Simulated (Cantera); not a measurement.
Input: 1 mol Fe(CO)₅, 0.36 mol O₂, 1.4 mol N₂, equilibrated at 0.100 bar.

Equilibrium computed with Cantera from the NASA thermochemical tables; the gas is ideal and each condensed phase is pure. Candidate condensed phases: C, Fe, Fe(CO)₅, FeO, Fe₂O₃, Fe₃O₄; 27 gas species. Mutual solubility and eutectic melting of coexisting phases are not modelled. The tables' stoichiometric FeO is somewhat more stable than real wüstite, so its field is too wide. FeO: taken at fixed stoichiometry. Equilibrium is a limit: real reactors are often held back by kinetics, nucleation or transport. All values below are at 1598 K.

Base state: CO 0.678, N₂ 0.219, CO₂ 0.103, Fe 1.06e-5 (mole fractions); condensed: Fe(γ) + FeO(s).

Problem. What changes in the equilibrium state with this change: O₂ from 0.36 to 0.055 mol?

Solution. 
| species | before | after |
|---|---|---|
| CO | 0.678 | 0.764 |
| N₂ | 0.219 | 0.219 |
| CO₂ | 0.103 | 0.0172 |
| Fe | 1.06e-5 | 1.06e-5 |
| Fe(γ), mol | 0.942 | 1.000 |
| FeO(s), mol | 0.0582 | 0 |
